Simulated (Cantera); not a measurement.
A closed system holds: 1 mol (CH3)2SiCl2, 0.039 mol C2H4, 29 mol H2, at 0.00420 bar.

Cantera equilibrium calculation (NASA polynomials, part measured and part estimated; ideal gas, pure solids and liquids). Candidate condensed phases: C, C6H6, C7H8, C8H18, Si, SiC; 109 gas species. The feed counts by its element totals alone. The numbers say what is thermodynamically allowed, not how fast it happens.

Over these rows the condensed part is C(graphite) + SiC(s). Partial pressures as log10 of bar:

```csv
T (K),1000/T (1/K),log p SiCl4,log p H2,log p HCl
1023,0.9775,-6.57,-2.40,-3.60
1073,0.9320,-7.06,-2.40,-3.60
1123,0.8905,-7.51,-2.40,-3.60
1173,0.8525,?,-2.40,-3.60
1223,0.8177,-8.29,-2.40,-3.60
1273,0.7855,-8.64,-2.40,-3.60
```

### Question
Fit log p(SiCl4) = a + b·(1000/T) to the five rows, give the apparent enthalpy, and predict the row at 1173 K.

### Answer
Means: 1000/T = 0.8806, log p = -7.614. Sxy = 0.270762, Sxx = 0.0251300, so b = 10.77 and a = -7.614 − (10.77)×0.8806 = -17.10.
Apparent enthalpy: −19.145 × (10.77) = -206 kJ/mol. With the condensed phases at unit activity, SiC(s) + 4 HCl(g) = SiCl4(g) + C(graphite) + 2 H2(g) links this pressure to the main gases: over the six rows their terms move log p by +0.00 in all, so the slope is close to that reaction's ΔH°. The five rows lie within 0.01 of the line.
Prediction at 1173 K: -17.10 + (10.77)×0.8525 = -7.92. The computed value is -7.92, 0.00 from the line.
